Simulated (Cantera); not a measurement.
Input: 1 mol SiF4, 27 mol N2, a varied amount of H2, equilibrated at 133 Pa.

Method: chemical equilibrium by Gibbs-energy minimisation in Cantera with the NASA 1993 tables (ideal gas, pure condensed phases). Candidate condensed phases: Si, Si3N4; 37 gas species. N2 is the only nitrogen source here; it is nearly inert below about 1500 K, so the nitride shown seldom forms there in practice. The tables' values for SiF2, SiF3 are old estimates. Kinetics and transport are ignored.

What condenses at these points (T in K, n(H2) in mol): (1023, 4.7); (823, 14); (823, 4.7); (1473, 6.8); (973, 4.7)?


```
T (K)  n(H2) in mol  condensed phases  Si condensed (%)
-----  ------------  ----------------  ----------------
1023            4.7             Si3N4               0.3
823              14             Si3N4               0.1
823             4.7             Si3N4               0.0
1473            6.8          gas only               0.0
973             4.7             Si3N4               0.2
```
